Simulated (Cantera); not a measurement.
Input: 1 mol MgSO4, 6.9 mol CO2, held at 1523.15 K and 1.10 bar.

These are equilibrium values from Cantera (NASA tables, ideal gas, pure condensed phases), not measurements of a reactor. Candidate condensed phases: C, Mg, MgCO3, MgO, MgS, MgSO4, S; 26 gas species. Kinetics and transport are ignored.

Task: What is the equilibrium state?

Result: 
```json
{
  "x(CO2)": "0.822",
  "x(SO2)": "0.118",
  "x(O2)": "0.0591",
  "x(SO3)": "0.00100",
  "x(CO)": "2.22e-5",
  "x(O)": "1.28e-6",
  "n(MgO(s))": "1.00 mol",
  "gas_amount": "8.396 mol",
  "log10 activity of S(l) (absent)": "-9.52",
  "log10 activity of C(graphite) (absent)": "-12.45",
  "log10 activity of Mg(l) (absent)": "-14.25"
}
```
